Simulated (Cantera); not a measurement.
A perfectly stirred reactor is fed with H2 : O2 : N2 : H2O = 1 : 0.357 : 1.34 : 0.086 (molar parts), at 1.01 bar; it is adiabatic with a 450 K inlet, and is followed from long to short residence time, starting on the burning branch (τ in s: 0.039, 0.016, 0.0068, 0.0029, 0.0012, 0.0005, 0.00021, 8.7e-05, 3.6e-05, 1.5e-05).

Computed with Cantera and GRI-Mech 3.0 (53 species, 325 reactions).

x: mole fraction; the columns are a selection and need not sum to one.

```csv
τ (s),T (K),x H2,x O2,x H2O,x HO2,x H2O2
0.039,2305,0.116,0.000143,0.325,9.08e-8,2.36e-8
0.016,2286,0.116,[?],0.323,[?],[?]
0.0068,2255,0.115,0.000482,0.321,3.46e-7,6.07e-8
0.0029,2209,0.114,0.000907,0.317,6.59e-7,9.65e-8
0.0012,2139,0.113,0.00171,0.311,1.23e-6,1.57e-7
0.00050,2042,0.111,0.00305,0.303,2.20e-6,2.65e-7
0.00021,1917,0.110,0.00512,0.293,3.86e-6,4.83e-7
8.7e-5,1765,0.108,0.00827,0.282,6.92e-6,9.64e-7
3.6e-5,[?],0.111,[?],0.267,[?],[?]
1.5e-5,1384,0.141,0.0303,0.233,3.57e-5,3.07e-6
```

Question: Some entries are withheld; supply them.

Answer: 
- 0.016, x O2: 0.000259
- 0.016, x HO2: 1.76e-7
- 0.016, x H2O2: 3.77e-8
- 3.6e-5, T (K): 1592
- 3.6e-5, x O2: 0.0139
- 3.6e-5, x HO2: 1.35e-5
- 3.6e-5, x H2O2: 1.91e-6
